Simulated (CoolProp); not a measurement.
Computed with CoolProp (reference Helmholtz-energy equation of state, Lemmon 2006). It is a short technical equation, of lower accuracy than the large ones.

**Question.** For R141b, give the phase and the density (kg/m³), cv (kJ/(kg K)), conductivity (mW/(m K)), fugacity coefficient at 226.85 °C and 16.8 MPa.

**Answer.** 
- 226.85 °C and 16.8 MPa: supercritical; density 857, cv 0.986, conductivity 63.3, fugacity coefficient 0.320

Thermal conductivity comes from a separate model (Huber 2003), an estimate that may be off by 10 % or more.
